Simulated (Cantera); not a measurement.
An isothermal, constant-pressure homogeneous reactor starts with H2 : O2 : N2 = 1.2 : 1 : 1.4 (molar parts), at 1125 K and 13300 Pa. Integrator tolerance rtol = 1e-08.

Detailed kinetics in Cantera: the H2/O2 subset of GRI-Mech 3.0, which has no nitrogen chemistry. The temperature is held fixed by assumption; the heat of reaction is taken as removed at once.

Question: What does this change do: temperature 1125 to 875 K?

Answer: 
```csv
quantity,before,after
x(H2) at 1.00 s,4.02e-8 (gas-phase equilibrium 7.28e-9),0.0517 (gas-phase equilibrium 3.76e-12)
x(O2) at 1.00 s,0.133 (gas-phase equilibrium 0.133),0.156 (gas-phase equilibrium 0.133)
x(OH) at 1.00 s,7.68e-6 (gas-phase equilibrium 2.99e-6),8.14e-8 (gas-phase equilibrium 2.09e-8)
x(H) at 1.00 s,1.41e-10 (gas-phase equilibrium 1.05e-11),3.12e-7 (gas-phase equilibrium <1e-12)
x(O) at 1.00 s,3.05e-8 (gas-phase equilibrium 4.65e-9),1.32e-7 (gas-phase equilibrium 2.07e-12)
x(H2O) at 1.00 s,0.400 (gas-phase equilibrium 0.400),0.338 (gas-phase equilibrium 0.400)
x(HO2) at 1.00 s,6.41e-9 (gas-phase equilibrium 4.74e-9),3.11e-5 (gas-phase equilibrium 8.15e-11)
```
Radical loss at walls, strong at low pressure, is not modelled. Below about 950 K walls govern HO2 and H2O2 in real vessels.

Question: What does this change do: temperature 1125 to 750 K?

Answer: 
```json
[
 {"quantity": "x(H2) at 1.00 s", "before": "4.02e-8 (gas-phase equilibrium 7.28e-9)", "after": "0.333 (gas-phase equilibrium <1e-12)"},
 {"quantity": "x(O2) at 1.00 s", "before": "0.133 (gas-phase equilibrium 0.133)", "after": "0.278 (gas-phase equilibrium 0.133)"},
 {"quantity": "x(OH) at 1.00 s", "before": "7.68e-6 (gas-phase equilibrium 2.99e-6)", "after": "<1e-12 (gas-phase equilibrium 5.09e-10)"},
 {"quantity": "x(H) at 1.00 s", "before": "1.41e-10 (gas-phase equilibrium 1.05e-11)", "after": "<1e-12 (gas-phase equilibrium <1e-12)"},
 {"quantity": "x(O) at 1.00 s", "before": "3.05e-8 (gas-phase equilibrium 4.65e-9)", "after": "<1e-12 (gas-phase equilibrium <1e-12)"},
 {"quantity": "x(H2O) at 1.00 s", "before": "0.400 (gas-phase equilibrium 0.400)", "after": "1.41e-9 (gas-phase equilibrium 0.400)"},
 {"quantity": "x(HO2) at 1.00 s", "before": "6.41e-9 (gas-phase equilibrium 4.74e-9)", "after": "3.31e-9 (gas-phase equilibrium 3.88e-12)"}
]
```
Radical loss at walls, strong at low pressure, is not modelled. Below about 950 K walls govern HO2 and H2O2 in real vessels.

Question: What does this change do: temperature 1125 to 850 K?

Answer: 
```tsv
quantity	before	after
x(H2) at 1.00 s	4.02e-8 (gas-phase equilibrium 7.28e-9)	0.105 (gas-phase equilibrium 1.39e-12)
x(O2) at 1.00 s	0.133 (gas-phase equilibrium 0.133)	0.179 (gas-phase equilibrium 0.133)
x(OH) at 1.00 s	7.68e-6 (gas-phase equilibrium 2.99e-6)	4.64e-9 (gas-phase equilibrium 1.09e-8)
x(H) at 1.00 s	1.41e-10 (gas-phase equilibrium 1.05e-11)	4.07e-8 (gas-phase equilibrium <1e-12)
x(O) at 1.00 s	3.05e-8 (gas-phase equilibrium 4.65e-9)	1.02e-8 (gas-phase equilibrium <1e-12)
x(H2O) at 1.00 s	0.400 (gas-phase equilibrium 0.400)	0.273 (gas-phase equilibrium 0.400)
x(HO2) at 1.00 s	6.41e-9 (gas-phase equilibrium 4.74e-9)	1.36e-5 (gas-phase equilibrium 4.76e-11)
```
Radical loss at walls, strong at low pressure, is not modelled. Below about 950 K walls govern HO2 and H2O2 in real vessels.
